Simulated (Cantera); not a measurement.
**Moist CO burnout**

A perfectly stirred reactor is fed with CO : O2 : H2O : N2 = 0.024 : 0.024 : 0.001 : 1 (molar parts), at 5.00 bar; it is held at 1250 K, and followed from long to short residence time.

Cantera simulation using GRI-Mech 3.0 (53 species, 325 reactions); the numbers are that mechanism's predictions, not measurements.

```csv
τ (s),x CO,x O2,x H2O,x N2O,x H2
3.8,0.000237,0.0117,0.000963,3.34e-6,2.61e-7
1.9,0.000410,0.0118,0.000962,4.17e-6,4.81e-7
0.90,0.000727,0.0119,0.000961,4.86e-6,9.15e-7
0.43,0.00126,0.0122,0.000960,5.19e-6,1.67e-6
0.21,0.00210,0.0126,0.000957,5.17e-6,2.83e-6
0.10,0.00350,0.0133,0.000954,4.86e-6,4.62e-6
0.049,0.00556,0.0143,0.000950,4.35e-6,6.89e-6
0.024,0.00848,0.0157,0.000945,3.67e-6,9.46e-6
0.012,0.0120,0.0175,0.000940,2.87e-6,1.17e-5
0.0056,0.0161,0.0195,0.000936,1.91e-6,1.31e-5
```
x: mole fraction; the columns are a selection and need not sum to one.
